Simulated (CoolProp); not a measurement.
Saturation properties of acetone (Tc = 235.0 °C, pc = 4692 kPa, ω = 0.307).

Model: reference Helmholtz-energy equation of state, Lemmon 2006, in CoolProp. It is a short technical equation, of lower accuracy than the large ones.

| T (°C) | p (kPa) | liquid cp (kJ/(kg K)) | vapour Z | surface tension (mN/m) |
|---|---|---|---|---|
| 98.35 | 356.8 | 2.382 | 0.8889 | 13.8 |
| 101.85 | 390.3 | 2.397 | 0.8826 | 13.4 |
| 105.25 | 425.2 | 2.412 | 0.8763 | 13.0 |
| 108.75 | 463.5 | 2.428 | 0.8696 | 12.6 |
| 112.15 | 503.2 | 2.444 | (withheld) | 12.2 |
| 115.65 | 546.8 | 2.461 | 0.8556 | (withheld) |
| 119.15 | 593.1 | (withheld) | (withheld) | 11.4 |
| 122.55 | 641.0 | 2.496 | 0.8407 | 11.0 |
| 126.05 | 693.2 | 2.515 | (withheld) | (withheld) |
| 129.45 | 747.0 | 2.534 | 0.8248 | 10.2 |

**Question.** Fill in the missing entries.

**Answer.** 
- 112.15, vapour Z: 0.8628
- 115.65, surface tension (mN/m): 11.8
- 119.15, liquid cp (kJ/(kg K)): 2.479
- 119.15, vapour Z: 0.8482
- 126.05, vapour Z: 0.8328
- 126.05, surface tension (mN/m): 10.6

It boils at 56.1 °C under 1 atm.

Surface tension comes from a separate correlation (Mulero 2012).
